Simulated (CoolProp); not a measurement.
R114 along the isobar 0.191 MPa: fugacity coefficient from the reference equation and from simpler models built on Tc = 147.5 °C, pc = 3.352 MPa, ω = 0.252; each cubic takes its own stable root.

The numbers come from the reference Helmholtz-energy equation of state, Platzer 1990 in CoolProp. This equation is an older, rougher fit; its heat capacities, sound speeds and derivatives of the liquid may be far off and weren't checked against measurements.

```
T (°C)   phase  reference
------  ------  ---------
13.05   liquid     0.7168
27.25      gas     0.9454
41.55      gas     0.9526
55.75      gas     0.9586
70.05      gas     0.9636
84.25      gas     0.9679
98.55      gas     0.9715
112.85     gas     0.9747
127.05     gas     0.9775
141.35     gas     0.9799
155.55     gas     0.9820
169.85     gas     0.9839
184.05     gas     0.9855
198.35     gas     0.9870
212.55     gas     0.9883
226.85     gas     0.9895
```

Problem. How far does each simpler model (Soave-Redlich-Kwong, Peng-Robinson) lie from the reference over these 16 states: mean and median of the absolute difference, and the worst?

Solution. 
- Soave-Redlich-Kwong: mean 0.1 %, median 0.0 %, worst -1.5 % at 13.05 °C and 0.191 MPa
- Peng-Robinson: mean 0.3 %, median 0.3 %, worst -1.7 % at 13.05 °C and 0.191 MPa
